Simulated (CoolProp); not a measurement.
The fluid at 298.15 K and 13.5 MPa flows at 4.7 m/s in a round tube of 12.7 mm bore and 15 µm roughness, fully developed (64/Re and Nu = 3.66 if laminar; Colebrook and Gnielinski if turbulent). The same conditions are run with several fluids, on thermodynamics alone (safety and materials aside).

Computed with CoolProp (reference Helmholtz-energy equation of state of each fluid (methane: Setzmann 1991; C2F6 (R116): Lemmon 2006; nitrogen: Span 2000; normal hydrogen: Leachman 2009; oxygen: Schmidt 1985)).

| fluid | Reynolds number | Darcy friction factor | pressure drop (Pa/m) | heat-transfer coefficient (W/(m² K)) | mass flow (kg/h) |
|---|---|---|---|---|---|
| methane | 411000 | 0.0211 | 1950 | 4310 | 227 |
| C2F6 (R116) | 532000 | 0.0210 | 22200 | 9990 | 2610 |
| nitrogen | 427000 | 0.0211 | 2750 | 2550 | 322 |
| normal hydrogen | 66600 | 0.0237 | 209 | 2420 | 21.7 |
| oxygen | 454000 | 0.0210 | 3380 | 2830 | 396 |

Transport values come from each fluid's own correlations; those of C2F6 (R116) are estimates that may be off by 10 % or more.
